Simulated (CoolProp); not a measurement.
Saturation properties of chlorine (Tc = 143.7 °C, pc = 7642 kPa, ω = 0.070).

Computed with CoolProp (reference Helmholtz-energy equation of state, Thol 2021).

| T (°C) | p (kPa) | liquid density (kg/m³) | vapour density (kg/m³) | enthalpy of vaporisation (kJ/kg) | liquid cp (kJ/(kg K)) |
|---|---|---|---|---|---|
| 24.35 | 762.2 | 1395 | 24.44 | 248.4 | 0.9917 |
| 30.95 | 908.6 | 1374 | 28.92 | 243.2 | 1.003 |
| 37.45 | 1072 | 1353 | 33.94 | 237.7 | 1.015 |
| 43.95 | 1255 | 1332 | 39.61 | 232.0 | 1.029 |
| 50.55 | 1464 | 1309 | 46.11 | 225.9 | 1.045 |
| 57.05 | 1692 | 1287 | 53.33 | 219.6 | 1.064 |
| 63.55 | 1945 | 1263 | 61.44 | 213.0 | 1.085 |
| 70.05 | 2224 | 1239 | 70.57 | 206.0 | 1.110 |
| 76.65 | 2535 | 1213 | 81.01 | 198.4 | 1.139 |
| 83.15 | 2869 | 1186 | 92.61 | 190.5 | 1.174 |
| 89.65 | 3233 | 1158 | 105.7 | 182.0 | 1.216 |
| 96.25 | 3635 | 1128 | 120.9 | 172.8 | 1.269 |
| 102.75 | 4063 | 1095 | 138.1 | 162.9 | 1.337 |

It boils at -34.0 °C under 1 atm.
